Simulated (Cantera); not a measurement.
What does this Cantera script print?

```python
import numpy as np
import cantera as ct

gas_names = """
    CL CL2 H HCL H2 Ti TiCL TiCL2 TiCL3 TiCL4
""".split()
cond_names = """
    Ti(a) Ti(b) Ti(L) TiCL2(s) TiCL3(s) TiCL4(L)
""".split()


def load(file, names, dense=False):
    # The tables refer to 1 bar. Condensed volumes are neglected.
    table = {s.name: s for s in ct.Species.list_from_file(file)}
    out = []
    for n in names:
        d = dict(table[n].input_data)
        d["thermo"] = dict(d["thermo"], **{"reference-pressure": 1e5})
        if dense:
            d["equation-of-state"] = {"model": "constant-volume", "density": "1e6 g/cm^3"}
        out.append(ct.Species.from_dict(d))
    return out


gas = ct.Solution(thermo="ideal-gas", species=load("nasa_gas.yaml", gas_names))
cond = {s.name: ct.Solution(thermo="fixed-stoichiometry", species=[s], name=s.name)
        for s in load("nasa_condensed.yaml", cond_names, dense=True)}
atoms = {
    'TiCl4': {'Ti': 1, 'CL': 4},
    'H2': {'H': 2},
}
top_T = {'TiCL2(s)': 1300, 'TiCL3(s)': 1000}  # K; cautious upper limits of use, not melting points


def equilibrate(T, P, feed):
    n = {}
    for name, mol in feed.items():
        for a, k in atoms[name].items():
            n[a] = n.get(a, 0.0) + k * mol
    gas.TPX = T, P, n
    mass = sum(n.values()) * gas.mean_molecular_weight
    gas.equilibrate("TP")
    valid = [c for c in cond.values() if c.min_temp <= T <= top_T.get(c.name, c.max_temp)]
    mix = ct.Mixture([(gas, mass / gas.mean_molecular_weight)] + [(c, 0.0) for c in valid])
    mix.T, mix.P = T, P
    mix.equilibrate("TP", solver="vcs", rtol=1e-11, max_steps=5000)
    return mix


results = []
feed = {'TiCl4': 1, 'H2': 66}  # mol
T = 1075  # K
P = 13000  # Pa
mix = equilibrate(T, P, feed)
results.append((T, P, feed, dict(zip(mix.species_names, mix.species_moles))))
print(gas.report(threshold=0.001))
for i in range(1, mix.n_phases):
    print(f"{mix.phase(i).name:16s} {mix.phase_moles(i):12.5e} mol")
```

Result:

```
       temperature   1075 K
          pressure   13000 Pa
           density   0.0069728 kg/m^3
  mean mol. weight   4.7941 kg/kmol
   phase of matter   gas

                          1 kg             1 kmol
                     ---------------   ---------------
          enthalpy        2.8307e+06        1.3571e+07  J
   internal energy        9.6636e+05        4.6328e+06  J
           entropy             39884        1.9121e+05  J/K
    Gibbs function       -4.0045e+07       -1.9198e+08  J
 heat capacity c_p            6563.1             31464  J/K
 heat capacity c_v            4828.8             23150  J/K

                      mass frac. Y      mole frac. X     chem. pot. / RT
                     ---------------   ---------------   ---------------
               HCL          0.071496         0.0094015           -41.499
                H2           0.41031           0.97574           -19.753
             TiCL3           0.30225         0.0093961           -110.55
             TiCL4           0.21587         0.0054564           -142.17
     [   +6 minor]        6.6555e-05        2.7267e-06

Ti(a)             0.00000e+00 mol
TiCL2(s)          0.00000e+00 mol
TiCL4(L)          0.00000e+00 mol
```

Method: chemical equilibrium by Gibbs-energy minimisation in Cantera with the NASA 1993 tables (ideal gas, pure condensed phases).
